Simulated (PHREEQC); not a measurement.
Consider water at 55 °C with 0.24 mol CdSO4, 0.0087 mol Na2SO4 and 0.00054 mol FeSO4 per kg of water. Closed to the air; pH follows from the charge balance.

The numbers come from PHREEQC with the ion-association model, phreeqc.dat.

Problem. The ionic strength comes out as 0.414 mol/kgw. What activity coefficients do Cd+2, NaSO4-, SO4-2, Cd2OH+3, HSO4- get?

Solution. Cd+2 0.26, NaSO4- 0.69, SO4-2 0.21, Cd2OH+3 0.050, HSO4- 0.72.

Precipitation was switched off in this run. Constants without temperature data keep their 25 °C values here.
